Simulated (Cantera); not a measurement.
Feed: 1 mol Pb, 3 mol CO, 1.8 mol H₂, at 1023.15 K and 4.10 bar.

Equilibrium computed with Cantera from the NASA thermochemical tables; the gas is ideal and each condensed phase is pure. Candidate condensed phases: C, C₆H₆, C₇H₈, C₈H₁₈, H₂O, Pb, PbO, PbO₂, Pb₃O₄; 113 gas species. Kinetics and transport are ignored.

Base state: CO 0.351, H₂ 0.315, CO₂ 0.180, H₂O 0.124, CH₄ 0.0305 (mole fractions); condensed: C(graphite) + Pb(l).

**Question.** What changes in the equilibrium state with this change: CO from 3 to 0.17 mol?

**Answer.** 
```
species           before    after
----------------  ------  -------
H₂                 0.315    0.833
CH₄               0.0305   0.0713
H₂O                0.124   0.0686
CO                 0.351   0.0246
CO₂                0.180  0.00265
C(graphite), mol   0.982        0
Pb(l), mol         1.000    1.000
```

**Question.** What changes in the equilibrium state with this change: pressure from 4.10 bar to 0.133 bar?

**Answer.** 
```tsv
species	before	after
CO	0.351	0.599
H₂	0.315	0.374
CO₂	0.180	0.0171
H₂O	0.124	0.00816
CH₄	0.0305	0.00140
Pb	6.52e-6	0.000201
C(graphite), mol	0.982	0.111
Pb(l), mol	1.000	0.999
```
